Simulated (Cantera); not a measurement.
An isothermal, constant-pressure homogeneous reactor starts with CH4 : H2 = 1 : 9.5 (molar parts), at 1925 K and 0.987 atm. Integrator tolerance rtol = 1e-08.

Model: GRI-Mech 3.0 (53 species, 325 reactions), integrated in Cantera. GRI-Mech 3.0 stops at C3 and has no aromatics, soot or wall deposition, so with more carbon than oxygen in the feed, carbon stays in small species such as C2H2 where larger ones or solid carbon would form.

Question: What does this change do: temperature 1925 to 1298 K?

Answer: 
```csv
quantity,before,after
x(CH4) at 10.0 s,0.00457 (gas-phase equilibrium 0.00457),0.0944 (gas-phase equilibrium 0.0944)
x(H2) at 10.0 s,0.953 (gas-phase equilibrium 0.953),0.905 (gas-phase equilibrium 0.905)
x(C2H6) at 10.0 s,2.70e-7 (gas-phase equilibrium 2.70e-7),1.25e-5 (gas-phase equilibrium 1.33e-5)
x(C2H2) at 10.0 s,0.0409 (gas-phase equilibrium 0.0409),9.94e-5 (gas-phase equilibrium 0.000108)
x(C2H) at 10.0 s,5.79e-7 (gas-phase equilibrium 5.79e-7),<1e-12 (gas-phase equilibrium <1e-12)
```
